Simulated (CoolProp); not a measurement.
A single-stage vapour-compression cycle with sulfur hexafluoride: evaporating at 272.15 K (dew point), condensing at 303.15 K (bubble point), superheat 0 K, subcooling 8 K, compressor efficiency 0.65, no pressure losses. Each further row changes one setting.

Model: reference Helmholtz-energy equation of state, Guder 2009, in CoolProp.

| case | cooling COP | pressure ratio | discharge temperature (K) | refrigerating effect (kJ/kg) | volumetric capacity (kJ/m³) |
|---|---|---|---|---|---|
| as stated | 4.39 | 2.18 | 309.5 | 59.9 | 6090 |
| evaporating temperature 277.15 K | 5.52 | 1.90 | 308.6 | 61.4 | 7260 |
| condensing temperature 298.15 K | 5.59 | 1.94 | 303.5 | 65.6 | 6670 |
| subcooling 13 K | 4.82 | 2.18 | 309.5 | 65.8 | 6690 |
| superheat 10 K | 4.50 | 2.18 | 318.3 | 67.6 | 6350 |
| compressor efficiency 0.55 | 3.72 | 2.18 | 311.7 | 59.9 | 6090 |
